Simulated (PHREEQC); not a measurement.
PHREEQC input (ion-association model, wateq4f.dat):

```
SOLUTION_MASTER_SPECIES
  An  An-  0  An  62.0  # stands for a non-complexing anion
SOLUTION_SPECIES
  An- = An-
    -log_k 0
    -gamma 3.0 0
PHASES
  Fix_H+
    H+ = H+
    -log_k 0
SOLUTION 1
  temp 25
  units mmol/kgw
  pH 7 charge
  Se(6) 7.4
  Na 64.8
  An 50
END
SELECTED_OUTPUT 1
  -reset false
  -pH true
  -pe true
  -ionic_strength true
  -water true
  -totals Na Se Se(-2) Se(4) Se(6)
  -molalities Hfo_wOH Hfo_wOH2+ Hfo_wO- Hfo_sOH Hfo_sOH2+ Hfo_sO- Hfo_wSeO4- Hfo_wOHSeO4-2
USER_PUNCH 1
  -headings sigma psi
  10 PUNCH EDL("sigma", "Hfo"), EDL("psi", "Hfo")
PRINT
  -reset false
USE solution 1
SURFACE 1
  Hfo_wOH 0.00764045 600 3.4
  Hfo_sOH 0.000191011
EQUILIBRIUM_PHASES 1
  Fix_H+ -3 HAn 10
    -force_equality true
  O2(g) -0.68 10
END
# ... the last block is repeated for the other 12 points of pH, with NaOH or the acid as the point needs
```

Selected output (columns that matter, 13 of 13 rows; pH added in front):

```
pH	mu	Na	Se	m_Hfo_wOH	m_Hfo_wOH2+	m_Hfo_wO-	m_Hfo_sOH	m_Hfo_sOH2+	m_Hfo_sO-	m_Hfo_wSeO4-	m_Hfo_wOHSeO4-2	sigma	psi
3	0.070488	0.064796	0.0040411	2.8982e-06	0.0042787	4.4974e-11	1.2929e-07	0.00019087	2.0063e-12	0.0033532	5.192e-06	0.052314	0.066304
3.67	0.069623	0.064796	0.0040477	1.3342e-05	0.0042748	9.5399e-10	5.9428e-07	0.00019041	4.2492e-11	0.0033281	2.3745e-05	0.05154	0.065918
4.33	0.069483	0.064796	0.0041006	5.9307e-05	0.0042817	1.8819e-08	2.6094e-06	0.00018839	8.2801e-10	0.0031977	0.00010125	0.050607	0.06516
5	0.069612	0.064797	0.0043012	0.00025064	0.0042906	3.3541e-07	1.0541e-05	0.00018045	1.4106e-08	0.0027334	0.00036501	0.047648	0.0625
5.67	0.070029	0.064798	0.0047976	0.00087644	0.0041574	4.2328e-06	3.3228e-05	0.00015762	1.6048e-07	0.001756	0.00084623	0.040782	0.055838
6.33	0.070682	0.064799	0.0055535	0.0022433	0.0035178	3.2772e-05	7.3956e-05	0.00011597	1.0804e-06	0.00075125	0.0010952	0.031143	0.045232
7	0.071414	0.0648	0.0063963	0.0041249	0.0023456	0.00016617	0.00011872	6.751e-05	4.7827e-06	0.00019994	0.00080377	0.020562	0.031657
7.67	0.071961	0.0648	0.0070684	0.0054713	0.0013167	0.00052082	0.00014299	3.4411e-05	1.3611e-05	3.1583e-05	0.00030001	0.0087543	0.014115
8.33	0.072143	0.064868	0.0073539	0.0058287	0.00084959	0.00091607	0.0001466	2.1369e-05	2.3041e-05	2.7642e-06	4.3353e-05	-0.0074557	-0.012047
9	0.072521	0.065445	0.0073961	0.0057809	0.00061917	0.0012365	0.00014459	1.5487e-05	3.0927e-05	1.7126e-07	3.6553e-06	-0.030283	-0.043764
9.67	0.072923	0.066189	0.0073995	0.0055228	0.00040907	0.0017081	0.00013808	1.0227e-05	4.2704e-05	1.0801e-08	3.3337e-07	-0.063014	-0.073924
10.33	0.073631	0.067394	0.0073997	0.0049263	0.00022322	0.0024906	0.00012316	5.5805e-06	6.2265e-05	7.5176e-10	3.7926e-08	-0.10994	-0.10034
11	0.075329	0.069788	0.0073995	0.0038334	9.0591e-05	0.003716	9.5834e-05	2.2648e-06	9.29e-05	5.0931e-11	4.9264e-09	-0.17578	-0.12325
```

The oxide is taken as insoluble; below pH 4 it would dissolve.
